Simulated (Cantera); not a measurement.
A perfectly stirred reactor is fed with 40.0 % CH₄, 60.0 % N₂, at 1.70 bar; it is held at 1398 K, and followed from long to short residence time.

Computed with Cantera and GRI-Mech 3.0 (53 species, 325 reactions). GRI-Mech 3.0 stops at C3 and has no aromatics, soot or wall deposition, so with more carbon than oxygen in the feed, carbon stays in small species such as C2H2 where larger ones or solid carbon would form.

x: mole fraction; the columns are a selection and need not sum to one.

```json
[
 {"τ (s)": "20", "x CH₄": "0.174", "x CH₂": "1.05e-10", "x C₂H": "3.88e-10", "x H₂": "0.230", "x CH₃": "2.25e-5", "x C₂H₆": "0.000186", "x HCN": "7.71e-10"},
 {"τ (s)": "7.0", "x CH₄": "0.212", "x CH₂": "9.38e-11", "x C₂H": "2.85e-10", "x H₂": "0.192", "x CH₃": "2.36e-5", "x C₂H₆": "0.000174", "x HCN": "1.62e-10"},
 {"τ (s)": "2.4", "x CH₄": "0.281", "x CH₂": "1.02e-10", "x C₂H": "1.71e-10", "x H₂": "0.122", "x CH₃": "2.83e-5", "x C₂H₆": "0.000229", "x HCN": "2.98e-11"},
 {"τ (s)": "0.85", "x CH₄": "0.340", "x CH₂": "1.34e-10", "x C₂H": "9.11e-11", "x H₂": "0.0619", "x CH₃": "3.57e-5", "x C₂H₆": "0.000384", "x HCN": "7.47e-12"},
 {"τ (s)": "0.30", "x CH₄": "0.374", "x CH₂": "1.70e-10", "x C₂H": "3.65e-11", "x H₂": "0.0254", "x CH₃": "4.22e-5", "x C₂H₆": "0.000565", "x HCN": "1.81e-12"},
 {"τ (s)": "0.10", "x CH₄": "0.391", "x CH₂": "1.82e-10", "x C₂H": "8.36e-12", "x H₂": "0.00787", "x CH₃": "4.47e-5", "x C₂H₆": "0.000636", "x HCN": "<1e-12"},
 {"τ (s)": "0.036", "x CH₄": "0.397", "x CH₂": "1.51e-10", "x C₂H": "1.20e-12", "x H₂": "___", "x CH₃": "___", "x C₂H₆": "___", "x HCN": "<1e-12"},
 {"τ (s)": "0.013", "x CH₄": "0.399", "x CH₂": "1.00e-10", "x C₂H": "<1e-12", "x H₂": "0.000581", "x CH₃": "3.34e-5", "x C₂H₆": "0.000274", "x HCN": "<1e-12"},
 {"τ (s)": "0.0044", "x CH₄": "0.400", "x CH₂": "6.05e-11", "x C₂H": "<1e-12", "x H₂": "___", "x CH₃": "___", "x C₂H₆": "___", "x HCN": "<1e-12"}
]
```

Q: Some entries are withheld; supply them.

A: 
- 0.036, x H₂: 0.00219
- 0.036, x CH₃: 4.10e-5
- 0.036, x C₂H₆: 0.000503
- 0.0044, x H₂: 0.000158
- 0.0044, x CH₃: 2.60e-5
- 0.0044, x C₂H₆: 0.000103
